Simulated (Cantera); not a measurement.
**Premixed flame**

A freely propagating, adiabatic, planar premixed flame of 50.2 % H2, 10.4 % O2, 39.3 % N2, unburnt at 450 K and 10.0 bar; unity-Lewis-number transport, grid criteria slope 0.08 and curve 0.16, no radiation.

Detailed kinetics in Cantera: the H2/O2 subset of GRI-Mech 3.0, which has no nitrogen chemistry. The hydrogen kinetics of GRI-Mech 3.0 are dated; newer H2 mechanisms differ, most at raised pressure. Unity Lewis numbers drop preferential diffusion, which matters most where H2 and H carry the flame. Burning velocities carry a grid error of a few per cent, more on coarse grids.

```csv
z (mm),T (K),u (m/s),x H2,x O2,x H,x H2O,x H2O2,x O
-0.0841,450,2.66,0.502,0.104,<1e-8,2.57e-5,9.85e-8,<1e-8
-0.0560,452,2.67,0.502,0.104,<1e-8,0.000196,7.47e-7,<1e-8
-0.0420,455,2.69,0.502,0.104,<1e-8,0.000666,2.49e-6,<1e-8
-0.0280,483,2.85,0.499,0.103,<1e-8,0.00405,1.39e-5,9.19e-8
-0.0140,720,4.18,0.477,0.0888,2.10e-5,0.0335,6.95e-5,7.56e-6
-0.00700,1065,6.04,0.440,0.0673,0.00176,0.0808,7.46e-5,0.000103
0,1436,7.95,0.385,0.0384,0.0124,0.144,2.18e-5,0.000447
0.00700,1669,9.10,0.339,0.0164,0.0249,0.191,3.50e-6,0.000498
0.0140,1790,9.67,0.319,0.00610,0.0287,0.214,1.51e-6,0.000299
0.0280,1892,10.1,0.314,0.000997,0.0239,0.227,5.08e-7,0.000107
0.0560,1963,10.5,0.318,6.95e-5,0.0148,0.230,1.39e-7,3.51e-5
0.112,2007,10.7,0.322,5.33e-6,0.00800,0.232,4.37e-8,1.06e-5
0.224,2031,10.8,0.325,1.22e-6,0.00425,0.232,1.42e-8,3.07e-6
```
x: mole fraction of selected species; z is measured from the peak of heat release.

The laminar burning velocity comes out as 266 cm/s, the thermal thickness is 0.0280 mm and the peak x(H) is 0.0287. The peak x(H2O2) is 8.15e-5. The peak x(O) is 0.000539. The grid points is 109.
